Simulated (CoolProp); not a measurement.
Properties of CH2F2 (R32) along the isotherm -76.05 °C (Tc = 78.1 °C, pc = 5.783 MPa, ω = 0.277).

Computed with CoolProp (reference Helmholtz-energy equation of state, Tillner-Roth 1997).

```
p (MPa)   phase  Joule-Thomson coefficient (K/MPa)  isothermal compressibility (1/MPa)  viscosity (µPa s)  conductivity (mW/(m K))
-------  ------  ---------------------------------  ----------------------------------  -----------------  -----------------------
0.964    liquid                            -0.3013                            0.001048                440                      210
1.93     liquid                            -0.3027                            0.001037                443                      211
2.89     liquid                            -0.3039                            0.001027                446                      211
3.86     liquid                            -0.3052                            0.001016                450                      211
4.82     liquid                            -0.3064                            0.001006                453                      211
5.78     liquid                            -0.3076                           0.0009968                456                      212
6.75     liquid                            -0.3088                           0.0009873                460                      212
7.71     liquid                            -0.3099                           0.0009780                463                      212
8.67     liquid                            -0.3111                           0.0009689                466                      213
```

Viscosity comes from a separate model (Bell 2016), an estimate that may be off by 10 % or more. Thermal conductivity comes from a separate model (Huber 2003), an estimate that may be off by 10 % or more.
